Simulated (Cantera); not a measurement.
# Equilibrium for abatement and gas-phase synthesis: N2O + O2 + H2

Input: 1 mol N2O, 0.24 mol O2, 7.3 mol H2, at 0.100 bar.

Cantera equilibrium calculation (NASA polynomials, part measured and part estimated; ideal gas, pure solids and liquids). Candidate condensed phases: H2O; 24 gas species. Equilibrium is a limit: real reactors are often held back by kinetics, nucleation or transport.

From 1648 K to 2648 K nothing is condensed.

| T (K) | log p H2 | log p H2O | log p N2 | log p H |
|---|---|---|---|---|
| 1648 | -1.15 | -1.75 | -1.92 | -4.63 |
| 1748 | -1.15 | -1.75 | -1.92 | -4.22 |
| 1848 | -1.15 | -1.75 | -1.92 | -3.85 |
| 1948 | -1.16 | -1.75 | -1.92 | -3.52 |
| 2048 | -1.16 | -1.75 | -1.92 | -3.23 |
| 2148 | -1.16 | -1.75 | -1.92 | -2.96 |
| 2248 | -1.16 | -1.76 | -1.92 | -2.72 |
| 2348 | -1.17 | -1.76 | -1.93 | -2.49 |
| 2448 | -1.18 | -1.77 | -1.93 | -2.29 |
| 2548 | -1.20 | -1.78 | -1.94 | -2.11 |
| 2648 | -1.22 | -1.80 | -1.95 | -1.94 |
log p: log10 of the partial pressure in bar; nothing condenses.
